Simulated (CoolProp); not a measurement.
Vapour-liquid equilibrium of chloromethane (R40) (1) + isobutene (2) at 358.7 K; x and y are mole fractions of (1).

Values from CoolProp's multi-fluid Helmholtz-energy mixture model, Thol 2014 and Lemmon 2005; pair parameters Bell 2016.

```tsv
x	bubble pressure, mixture model (MPa)	bubble pressure, Raoult's law (MPa)	y, mixture model	y, Raoult's law
0.05	1.443	1.429	0.081	0.086
0.125	…	1.511	0.189	0.204
0.2	1.633	1.592	0.285	0.309
0.275	1.721	1.673	0.371	0.404
0.35	1.806	1.755	0.451	0.491
0.425	…	1.836	0.525	0.569
0.5	1.967	1.917	…	0.641
0.575	2.044	1.999	…	0.708
0.65	2.120	2.080	0.725	0.769
0.725	2.195	2.161	0.787	0.825
0.8	…	2.243	…	0.877
0.875	2.340	2.324	0.905	0.926
0.95	2.412	2.406	0.963	0.971
```

Some entries are withheld; supply them.


- 0.125, bubble pressure, mixture model (MPa): 1.541
- 0.425, bubble pressure, mixture model (MPa): 1.888
- 0.5, y, mixture model: 0.595
- 0.575, y, mixture model: 0.661
- 0.8, bubble pressure, mixture model (MPa): 2.268
- 0.8, y, mixture model: 0.847

The largest gap from Raoult's law is +2.9 % in bubble pressure, at x = 0.35. No azeotrope shows between x = 0.05 and 0.95.

The pair parameters rest on a limited set of measurements; away from them the model extrapolates.
